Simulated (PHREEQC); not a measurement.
## Acid mine or pickling water (model solution)

A made-up water analysis in mg/kgw, 25 °C, pH 3.23, pe 8.8:

```csv
constituent,mg/kgw
Na,1710
K,0.408
Ca,13.9
Mg,259
Cl,528
S(6) as SO4,4020
Fe(3),65.3
O(0) (dissolved oxygen),25
```

Valence states are taken as typed.

Model: ion-association model, wateq4f.dat, run in PHREEQC.

This is a speciation only: nothing precipitates in the calculation.

Problem. Estimate the ionic strength, charge-balance error.

Solution. ionic strength 0.119 mol/kgw; charge-balance error 1.6 %.

Problem. In which forms is Na present?

Solution. Na+ 95 %, NaSO4- 5.1 % of the Na.

Examples of supersaturated solids here: Jarosite-K, Jarosite-Na. Others may be too.
